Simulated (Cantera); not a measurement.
Charge: 1 mol PH₃, 0.3 mol O₂, held at 1330 Pa.

Method: chemical equilibrium by Gibbs-energy minimisation in Cantera with the NASA 1993 tables (ideal gas, pure condensed phases). Candidate condensed phases: H₂O, P, P₄O₁₀; 17 gas species. Gases not in the tables: HPO₂, HPO₃ and P₄O₆. Equilibrium is a limit: real reactors are often held back by kinetics, nucleation or transport. All values below are at 2748 K.

Base state: H₂ 0.346, H 0.346, PO 0.196, P₂ 0.0510, P 0.0483, H₂O 0.00583, PO₂ 0.00283, OH 0.00156 (mole fractions); condensed: gas only.

What changes in the equilibrium state with this change: O₂ from 0.3 to 0.017 mol?


| species | before | after |
|---|---|---|
| H₂ | 0.346 | 0.391 |
| H | 0.346 | 0.368 |
| P₂ | 0.0510 | 0.144 |
| PO | 0.196 | 0.0127 |
| P | 0.0483 | 0.0812 |
| PO₂ | 0.00283 | 7.04e-6 |
| O | 0.000989 | 3.81e-5 |
| OH | 0.00156 | 6.39e-5 |
